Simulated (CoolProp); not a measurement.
Vapour-liquid equilibrium of cyclohexane (1) + n-heptane (2) at 433.7 K; x and y are mole fractions of (1).

The numbers come from the multi-fluid Helmholtz-energy mixture model, Zhou 2014 and Span 2003; pair parameters Bell 2016 in CoolProp.

```csv
x,"bubble pressure, mixture model (MPa)","bubble pressure, Raoult's law (MPa)","y, mixture model","y, Raoult's law"
0.05,0.4778,0.4776,0.068,0.071
0.2,0.5103,0.5095,0.256,0.267
0.35,0.5430,0.5413,0.426,0.439
0.5,0.5753,0.5732,0.578,0.593
0.65,0.6073,0.6050,0.716,0.730
0.8,0.6386,0.6369,0.843,0.853
0.95,0.6693,0.6688,0.962,0.965
```

The largest gap from Raoult's law is +0.4 % in bubble pressure, at x = 0.5. No azeotrope shows between x = 0.05 and 0.95.

Pair parameters are fitted to limited data, so mixtures are less certain than the pure fluids.
